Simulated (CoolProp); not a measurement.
Vapour-liquid equilibrium of hydrogen chloride (1) + propane (2) at -80.35 °C; x and y are mole fractions of (1).

Computed with CoolProp (multi-fluid Helmholtz-energy mixture model, Thol 2018 and Lemmon 2009; pair parameters Bell 2016).

Question: Give the bubble pressure and the first vapour's composition at x = 0.2, 0.65, 0.95. Is there an azeotrope?

Answer: x = 0.2: 81.76 kPa, y = 0.865; x = 0.65: 116.7 kPa, y = 0.923; x = 0.95: 128.3 kPa, y = 0.974. No azeotrope shows between x = 0.05 and 0.95.

Pair parameters are fitted to limited data, so mixtures are less certain than the pure fluids. With so large a gap from Raoult's law the liquid may split in two, which this calculation doesn't test in full.
